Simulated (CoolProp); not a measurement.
Values from CoolProp's reference Helmholtz-energy equation of state, Akasaka 2023.

**Question.** For R1224YDZ, give the phase and the Z, isothermal compressibility (1/MPa) at 24.15 °C and 19600 kPa; 32.35 °C and 19600 kPa.

**Answer.** 
- 24.15 °C and 19600 kPa: liquid; Z 0.829, isothermal compressibility 0.00173
- 32.35 °C and 19600 kPa: liquid; Z 0.817, isothermal compressibility 0.00186
